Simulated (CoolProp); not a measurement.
Vapour-liquid equilibrium of R134a (1) + R1234ze(E) (2) at -44.55 °C; x and y are mole fractions of (1).

Computed with CoolProp (multi-fluid Helmholtz-energy mixture model, Tillner-Roth 1994 and Thol 2016; pair parameters Bell 2022).

```json
[
 {"x": "0.05", "bubble pressure (MPa)": "0.02980", "y at the bubble point": "0.085", "dew pressure at overall composition x (MPa)": "0.02932", "liquid density (mol/L)": "12.03"},
 {"x": "0.125", "bubble pressure (MPa)": "0.03132", "y at the bubble point": "0.194", "dew pressure at overall composition x (MPa)": "0.03035", "liquid density (mol/L)": "12.17"},
 {"x": "0.2", "bubble pressure (MPa)": "0.03264", "y at the bubble point": "0.287", "dew pressure at overall composition x (MPa)": "0.03140", "liquid density (mol/L)": "12.31"},
 {"x": "0.275", "bubble pressure (MPa)": "0.03378", "y at the bubble point": "0.369", "dew pressure at overall composition x (MPa)": "0.03247", "liquid density (mol/L)": "12.45"},
 {"x": "0.35", "bubble pressure (MPa)": "0.03479", "y at the bubble point": "0.443", "dew pressure at overall composition x (MPa)": "0.03352", "liquid density (mol/L)": "12.60"},
 {"x": "0.425", "bubble pressure (MPa)": "0.03569", "y at the bubble point": "0.512", "dew pressure at overall composition x (MPa)": "0.03455", "liquid density (mol/L)": "12.75"},
 {"x": "0.5", "bubble pressure (MPa)": "0.03649", "y at the bubble point": "0.577", "dew pressure at overall composition x (MPa)": "0.03554", "liquid density (mol/L)": "12.90"},
 {"x": "0.575", "bubble pressure (MPa)": "0.03721", "y at the bubble point": "0.641", "dew pressure at overall composition x (MPa)": "0.03646", "liquid density (mol/L)": "13.06"},
 {"x": "0.65", "bubble pressure (MPa)": "0.03786", "y at the bubble point": "0.703", "dew pressure at overall composition x (MPa)": "0.03731", "liquid density (mol/L)": "13.22"},
 {"x": "0.725", "bubble pressure (MPa)": "0.03844", "y at the bubble point": "0.766", "dew pressure at overall composition x (MPa)": "0.03807", "liquid density (mol/L)": "13.38"},
 {"x": "0.8", "bubble pressure (MPa)": "0.03897", "y at the bubble point": "0.828", "dew pressure at overall composition x (MPa)": "0.03874", "liquid density (mol/L)": "13.55"},
 {"x": "0.875", "bubble pressure (MPa)": "0.03943", "y at the bubble point": "0.892", "dew pressure at overall composition x (MPa)": "0.03932", "liquid density (mol/L)": "13.72"},
 {"x": "0.95", "bubble pressure (MPa)": "0.03985", "y at the bubble point": "0.956", "dew pressure at overall composition x (MPa)": "0.03981", "liquid density (mol/L)": "13.90"}
]
```

No azeotrope shows between x = 0.05 and 0.95.

Pair parameters are fitted to limited data, so mixtures are less certain than the pure fluids.
